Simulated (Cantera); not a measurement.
Cantera with NASA thermochemical tables; ideal gases at 1 bar, condensed phases pure. Values are per mole of reaction as written; species without (g) are pure solids or liquids, kept so even where they would boil at 1 bar.

4 Ti + 7 CO(g) → Ti₄O₇ + 7 C, with ΔH° = -2630.9 kJ and ΔS° = -1267.8 J/K at 300 K.

Problem. How far is the shortcut ΔG° ≈ ΔH°(300 K) − T·ΔS°(300 K) from the full temperature-dependent value at 2298, 2348, 2398, 2448, 2498, 2548, 2598, 2648, 2698, 2748 K?

Solution. 
```tsv
T (K)	shortcut (kJ)	full (kJ)	difference (kJ)	difference in log10 K	condensed phases
2298	282.4	132.2	150.2	-3.42	Ti(l), Ti₄O₇(l), C(graphite)
2348	345.8	185.5	160.4	-3.57	Ti(l), Ti₄O₇(l), C(graphite)
2398	409.2	238.6	170.6	-3.72	Ti(l), Ti₄O₇(l), C(graphite)
2448	472.6	291.7	180.9	-3.86	Ti(l), Ti₄O₇(l), C(graphite)
2498	536.0	344.6	191.3	-4.00	Ti(l), Ti₄O₇(l), C(graphite)
2548	599.4	397.5	201.9	-4.14	Ti(l), Ti₄O₇(l), C(graphite)
2598	662.8	450.2	212.5	-4.27	Ti(l), Ti₄O₇(l), C(graphite)
2648	726.2	502.9	223.3	-4.40	Ti(l), Ti₄O₇(l), C(graphite)
2698	789.5	555.4	234.1	-4.53	Ti(l), Ti₄O₇(l), C(graphite)
2748	852.9	607.9	245.0	-4.66	Ti(l), Ti₄O₇(l), C(graphite)
```
The shortcut ignores heat capacities and the phase changes listed.
